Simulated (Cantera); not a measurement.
Input (Python, Cantera) and output of one run.

```python
import numpy as np
import cantera as ct

gas_names = """
    H HNO HNO2 HNO3 HO2 H2 H2O H2O2 N NH NH2 NH3 NH2OH NO NO2 NO3 N2 N2H2 N2H4 N2O O OH O2 O3 Si SiH
    SiH2 SiH3 SiH4 SiN SiO SiO2 Si2 Si2N Si3
""".split()
cond_names = """
    H2O(s) H2O(L) Si(cr) Si(L) SiO2(Lqz) SiO2(hqz) SiO2(L) Si2N2O(s) Si3N4(a)
""".split()


# ... load() reads the species with a 1 bar reference pressure and builds the phases ...
atoms = {
    'Si': {'Si': 1},
    'H2O': {'H': 2, 'O': 1},
    'N2': {'N': 2},
}
top_T = {'Si2N2O(s)': 2100, 'Si3N4(a)': 2400}  # K; cautious upper limits of use, not melting points


# ... equilibrate(T, P, feed) seeds the gas with the atoms and calls Mixture.equilibrate('TP', solver="vcs", rtol=1e-11, max_steps=5000) ...
results = []
feed = {'Si': 1, 'H2O': 0.64, 'N2': 1}  # mol
P = 8900  # Pa
for T in [698, 848, 998, 1148, 1298, 1448, 1598, 1748]:
    mix = equilibrate(T, P, feed)
    results.append((T, P, feed, dict(zip(mix.species_names, mix.species_moles))))

top = {s: max(r[3][s] / sum(r[3][g] for g in gas_names) for r in results) for s in gas_names}
cols = sorted((s for s in top if top[s] > 1e-05), key=lambda s: -top[s])[:9]
seen = [c for c in cond_names if any(r[3].get(c, 0) > 1e-12 for r in results)]
print("log10 of partial pressures in bar; condensed amounts in mol")
print(f"{'T/K':>10s}" + "".join(f"{s[:9]:>10s}" for s in cols + seen))
for T, P, feed, n in results:
    ng = sum(n[g] for g in gas_names)
    print(f"{T:10.4g}" + "".join(f"{np.log10(max(n[s] / ng * P / 1e5, 1e-99)):10.3f}" for s in cols)
          + "".join(f"{n.get(c, 0):10.4g}" for c in seen))
```

Result:

```
log10 of partial pressures in bar; condensed amounts in mol
       T/K        H2        N2       SiO         H       NH3       H2O SiO2(Lqz) SiO2(hqz)   SiO2(L) Si2N2O(s)
       698    -1.319    -1.387   -25.598   -14.304    -4.689    -6.595   0.09333         0         0    0.4533
       848    -1.319    -1.387   -18.794   -11.380    -5.395    -6.005         0   0.09332         0    0.4533
       998    -1.319    -1.387   -14.061    -9.327    -5.901    -5.611         0   0.09331         0    0.4533
      1148    -1.319    -1.387   -10.581    -7.804    -6.280    -5.326         0   0.09329         0    0.4534
      1298    -1.319    -1.387    -7.918    -6.629    -6.575    -5.112         0   0.09326         0    0.4534
      1448    -1.319    -1.387    -5.818    -5.695    -6.810    -4.944         0   0.09323         0    0.4534
      1598    -1.319    -1.387    -4.121    -4.934    -7.001    -4.811         0   0.09286         0    0.4531
      1748    -1.332    -1.393    -2.725    -4.307    -7.180    -4.720         0         0   0.08454    0.4448
```

Equilibrium computed with Cantera from the NASA thermochemical tables; the gas is ideal and each condensed phase is pure. N2 is the only nitrogen source here; it is nearly inert below about 1500 K, so the nitride shown seldom forms there in practice. Mutual solubility and eutectic melting of coexisting phases are not modelled. The tables hold silica as quartz up to 1696 K and as liquid above; real silica turns to tridymite and cristobalite and melts near 1996 K.
